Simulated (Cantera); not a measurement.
Cantera with NASA thermochemical tables; ideal gases at 1 bar, condensed phases pure. Values are per mole of reaction as written; species without (g) are pure solids or liquids, kept so even where they would boil at 1 bar.

Problem. Between 300 and 1100 K, where is each reaction favourable under standard conditions?
- 6 F(g) + 3 MgO → 3 MgF2 + O3(g)
- Mg + O(g) → MgO
- O2(g) + 2 Mg(g) → 2 MgO

Solution. 
- 6 F(g) + 3 MgO → 3 MgF2 + O3(g): ΔG° is -1717 kJ at 300 K and -1215 kJ at 1100 K; it stays negative (K > 1). ΔH° is -1900 kJ and ΔS° -623 J/K at 1100 K.
- Mg + O(g) → MgO: ΔG° is -800 kJ at 300 K and -663 kJ at 1100 K; it stays negative (K > 1). ΔH° is -861 kJ and ΔS° -181 J/K at 1100 K.
- O2(g) + 2 Mg(g) → 2 MgO: ΔG° is -1362 kJ at 300 K and -1013 kJ at 1100 K; it stays negative (K > 1). ΔH° is -1480 kJ and ΔS° -424 J/K at 1100 K.
